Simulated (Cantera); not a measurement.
Source: NASA polynomial tables (part measured, part estimated), evaluated in Cantera. Values are per mole of reaction as written; species without (g) are pure solids or liquids, kept so even where they would boil at 1 bar.

Ta + 2 OH(g) = H₂(g) + TaO₂(g)

```csv
T (K),ΔH° (kJ),ΔS° (J/K),ΔG° (kJ),log10 K
2648,(withheld),(withheld),(withheld),(withheld)
2698,-296.7,-12.3,-263.5,5.10
2748,-297.4,-12.6,-262.9,5.00
2798,-298.1,-12.8,-262.2,4.90
2848,-298.9,-13.1,-261.6,4.80
2898,-299.7,-13.4,-260.9,4.70
2948,(withheld),(withheld),(withheld),(withheld)
```

Problem. What belongs in the gaps?

Solution. 
- 2648, ΔH° (kJ): -296.0
- 2648, ΔS° (J/K): -12.1
- 2648, ΔG° (kJ): -264.1
- 2648, log10 K: 5.21
- 2948, ΔH° (kJ): -300.5
- 2948, ΔS° (J/K): -13.7
- 2948, ΔG° (kJ): -260.2
- 2948, log10 K: 4.61
